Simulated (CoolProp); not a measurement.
Vapour pressure (kPa) of hexamethyldisiloxane (MM): the reference equation beside estimates from Tc = 518.7 K, pc = 1931 kPa, ω = 0.418. Clausius-Clapeyron is anchored at 345.3 K with a constant enthalpy of vaporisation of 33.61 kJ/mol.

Computed with CoolProp (reference Helmholtz-energy equation of state, Thol 2016).

```tsv
T (K)	reference	Clausius-Clapeyron	van der Waals	Redlich-Kwong	Soave-Redlich-Kwong	Peng-Robinson
345.3	40.94	40.94	298.1	108.9	40.72	41.18
361	69.08	68.11	375.9	160.8	68.99	69.22
376.7	110.6	108.6	465.8	228.6	111.0	110.6
392.4	169.3	166.9	568.7	314.7	170.7	169.4
408.1	249.3	248.0	685.1	421.3	252.7	250.0
423.7	354.7	357.2	814.7	549.8	361.1	356.6
439.4	491.8	502.3	959.7	703.9	502.6	496.1
455.1	665.9	689.9	1120	884.8	682.4	673.7
470.8	883.8	927.8	1295	1095	906.3	896.2
```

Absolute difference from the reference over all 9 rows, mean and median: Clausius-Clapeyron 1.8 and 1.4 %, van der Waals 238.2 and 174.8 %, Redlich-Kwong 79.5 and 69.0 %, Soave-Redlich-Kwong 1.4 and 1.4 %, Peng-Robinson 0.6 and 0.5 %.
